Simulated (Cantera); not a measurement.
Charge: 1 mol SiHCl3, 11 mol NH3, 13 mol N2, at 825 °C and 0.0180 bar.

These are equilibrium values from Cantera (NASA tables, ideal gas, pure condensed phases), not measurements of a reactor. Candidate condensed phases: NH4Cl, Si, Si3N4; 28 gas species. Equilibrium is a limit: real reactors are often held back by kinetics, nucleation or transport.

Base state: N2 0.491, H2 0.427, HCl 0.0825, SiCl4 2.26e-5 (mole fractions); condensed: Si3N4(s).

What changes in the equilibrium state with this change: temperature from 825 °C to 1327 °C?


| species | before | after |
|---|---|---|
| N2 | 0.491 | 0.492 |
| H2 | 0.427 | 0.430 |
| HCl | 0.0825 | 0.0730 |
| SiCl2 | 7.02e-7 | 0.00447 |
| H | 1.20e-7 | 0.000266 |
| Cl | 2.09e-8 | 3.57e-5 |
| SiCl3 | 1.06e-6 | 9.11e-5 |
| SiCl4 | 2.26e-5 | 4.58e-6 |
| Si3N4(s), mol | 0.333 | 0.278 |
The tables' values for SiCl3 are old estimates; treat these amounts as uncertain.
